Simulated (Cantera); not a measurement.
An isothermal, constant-pressure homogeneous reactor starts with 2.86 % CH₄, 97.1 % N₂, at 1975 K and 0.0132 atm.

Detailed kinetics in Cantera: GRI-Mech 3.0 (53 species, 325 reactions). GRI-Mech 3.0 stops at C3 and has no aromatics, soot or wall deposition, so with more carbon than oxygen in the feed, carbon stays in small species such as C2H2 where larger ones or solid carbon would form. Radical loss at walls, strong at low pressure, is not modelled.

x: mole fraction; the columns are a selection and need not sum to one.

| t (s) | x CH₄ | x C₂H₂ | x C₂H₆ | x CH₃ | x HCN |
|---|---|---|---|---|---|
| 0.000500 | 0.0284 | 4.27e-9 | 2.97e-9 | (withheld) | 3.13e-11 |
| 0.00126 | 0.0282 | 2.12e-7 | 2.61e-8 | (withheld) | 3.57e-10 |
| 0.00316 | 0.0276 | 8.86e-6 | 1.81e-7 | (withheld) | 5.33e-9 |
| 0.00793 | 0.0248 | 0.000316 | 9.28e-7 | 0.00186 | 1.36e-7 |
| 0.0199 | 0.0140 | 0.00489 | 1.27e-6 | (withheld) | 3.48e-6 |
| 0.0501 | 0.00434 | 0.0112 | 2.28e-7 | (withheld) | 1.99e-5 |
| 0.126 | 0.000924 | 0.0133 | 2.00e-8 | (withheld) | 5.38e-5 |
| 0.316 | 0.000144 | 0.0137 | 9.23e-10 | (withheld) | 0.000108 |
| 0.795 | 1.56e-5 | 0.0138 | 1.78e-11 | (withheld) | 0.000162 |
| 2.00 | 3.78e-7 | 0.0138 | <1e-12 | (withheld) | 0.000180 |
| 5.02 | 6.61e-8 | 0.0138 | <1e-12 | (withheld) | 0.000181 |
| 12.6 | 3.11e-8 | 0.0138 | <1e-12 | 3.60e-8 | 0.000182 |
| 31.7 | 3.03e-8 | 0.0138 | <1e-12 | 3.55e-8 | 0.000184 |
| 79.6 | 3.08e-8 | 0.0138 | <1e-12 | 3.62e-8 | 0.000190 |
| 200 | 3.22e-8 | 0.0138 | <1e-12 | 3.77e-8 | 0.000206 |

**Question.** Fill in the missing entries.

**Answer.** 
- 0.000500, x CH₃: 0.000134
- 0.00126, x CH₃: 0.000345
- 0.00316, x CH₃: 0.000853
- 0.0199, x CH₃: 0.00201
- 0.0501, x CH₃: 0.000814
- 0.126, x CH₃: 0.000244
- 0.316, x CH₃: 5.46e-5
- 0.795, x CH₃: 7.92e-6
- 2.00, x CH₃: 2.63e-7
- 5.02, x CH₃: 6.50e-8
